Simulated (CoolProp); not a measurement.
Saturated liquid density (kg/m³) of R13: the reference equation beside estimates from Tc = 303.0 K, pc = 3.973 MPa, ω = 0.175. Rackett uses Z = 0.29056 − 0.08775 ω.

Values from CoolProp's reference Helmholtz-energy equation of state, Platzer 1990. This equation is an older, rougher fit; its heat capacities, sound speeds and derivatives of the liquid may be far off and weren't checked against measurements.

```tsv
T (K)	reference	Rackett	van der Waals	Peng-Robinson
205.6	1466	1521	957.5	1614
210.8	1445	1499	943.8	1589
215.9	1424	1477	929.9	1563
221	1402	1455	915.5	1536
226.1	1379	1431	900.6	1507
231.2	1356	1407	885.2	1477
236.3	1332	1382	869.1	1445
241.4	1307	1357	852.4	1412
246.6	1281	1329	834.6	1376
251.7	1253	1301	816.2	1338
256.8	1225	1272	796.9	1298
```

Absolute difference from the reference over all 11 rows, mean and median: Rackett 3.8 and 3.8 %, van der Waals 34.8 and 34.7 %, Peng-Robinson 8.6 and 8.9 %.
